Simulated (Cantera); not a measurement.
Cantera run:

```python
import numpy as np
import cantera as ct

gas_names = [...]  # 118 gases of nasa_gas.yaml made of C, Cl, F, H
cond_names = """
    C(gr) C6H6(L) C7H8(L) C8H18(L),n-octa
""".split()


# ... load() reads the species with a 1 bar reference pressure and builds the phases ...
atoms = {
    'CH3F': {'C': 1, 'H': 3, 'F': 1},
    'HCl': {'H': 1, 'CL': 1},
    'H2': {'H': 2},
}
top_T = {'C(gr)': 4500}  # K; cautious upper limits of use, not melting points


# ... equilibrate(T, P, feed) seeds the gas with the atoms and calls Mixture.equilibrate('TP', solver="vcs", rtol=1e-11, max_steps=5000) ...
results = []
feed = {'CH3F': 1, 'HCl': 0.062, 'H2': 1.3}  # mol
T = 1450  # K
P = 133.322  # Pa
mix = equilibrate(T, P, feed)
results.append((T, P, feed, dict(zip(mix.species_names, mix.species_moles))))
x = sorted(zip(gas.X, gas.species_names), reverse=True)
print(f"T = {T:g} K  P = {P:g} Pa  gas = {mix.phase_moles(0):.4g} mol")
print("   x: " + "  ".join(f"{s} {v:.3e}" for v, s in x if v > 0.0001))
print("   condensed (mol): " + ("  ".join(f"{mix.phase(i).name} {mix.phase_moles(i):.4g}"
      for i in range(1, mix.n_phases) if mix.phase_moles(i) > 1e-12) or "none"))
```

Result:

```
T = 1450 K  P = 133.322 Pa  gas = 3.362 mol
   x: H2 6.839e-01  HF 2.974e-01  HCL 1.843e-02  H 2.142e-04
   condensed (mol): C(gr) 1
```

These are equilibrium values from Cantera (NASA tables, ideal gas, pure condensed phases), not measurements of a reactor.
